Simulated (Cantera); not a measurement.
Input: 1 mol C2H4, 0.28 mol NH3, at 1325 K and 0.000230 bar.

Equilibrium computed with Cantera from the NASA thermochemical tables; the gas is ideal and each condensed phase is pure. Candidate condensed phases: C, C6H6, C7H8, C8H18; 92 gas species. The numbers say what is thermodynamically allowed, not how fast it happens.

Base state: H2 0.945, N2 0.0547, H 0.000105, HCN 5.93e-5 (mole fractions); condensed: C(graphite).

### Question
What changes in the equilibrium state with this change: temperature from 1325 K to 1925 K?

### Answer
```json
[
 {"species": "H2", "before": "0.945", "after": "0.886"},
 {"species": "H", "before": "0.000105", "after": "0.0593"},
 {"species": "N2", "before": "0.0547", "after": "0.0518"},
 {"species": "C2H2 (acetylene)", "before": "8.04e-7", "after": "0.000406"},
 {"species": "HNC", "before": "5.26e-7", "after": "0.000115"},
 {"species": "C(graphite), mol", "before": "2.00", "after": "1.99"}
]
```

### Question
What changes in the equilibrium state with this change: temperature from 1325 K to 2700 K?

### Answer
```json
[
 {"species": "H", "before": "0.000105", "after": "0.860"},
 {"species": "H2", "before": "0.945", "after": "0.0526"},
 {"species": "C3", "before": "<1e-9", "after": "0.0383"},
 {"species": "N2", "before": "0.0547", "after": "0.0235"},
 {"species": "C", "before": "<1e-9", "after": "0.00921"},
 {"species": "CN", "before": "<1e-9", "after": "0.00484"},
 {"species": "C2", "before": "<1e-9", "after": "0.00366"},
 {"species": "C(graphite), mol", "before": "2.00", "after": "1.26"}
]
```

### Question
What changes in the equilibrium state with this change: temperature from 1325 K to 1675 K?

### Answer
```json
[
 {"species": "H2", "before": "0.945", "after": "0.938"},
 {"species": "N2", "before": "0.0547", "after": "0.0541"},
 {"species": "H", "before": "0.000105", "after": "0.00741"},
 {"species": "HCN", "before": "5.93e-5", "after": "0.000718"},
 {"species": "C2H2 (acetylene)", "before": "8.04e-7", "after": "5.45e-5"},
 {"species": "HNC", "before": "5.26e-7", "after": "2.01e-5"},
 {"species": "C(graphite), mol", "before": "2.00", "after": "2.00"}
]
```
